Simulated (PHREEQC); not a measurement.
Dissolve 0.19 mol Pb(NO3)2, 0.00019 mol MgSO4 and 0.0031 mol Na2SO4 per kg of water at 25 °C. Closed to the air; pH follows from the charge balance.

The numbers come from PHREEQC with the ion-association model, phreeqc.dat.

This is a speciation only: nothing precipitates in the calculation.

Q: What pH, activity of water does the model give?

A: pH 4.18; activity of water 0.992.

Q: In which forms is N present?

A: NO3- 75 %, PbNO3+ 25 % of the N.

Saturation is exceeded, for instance for Anglesite; the values hold only as long as no solid forms. Species that the database lacks are ignored.
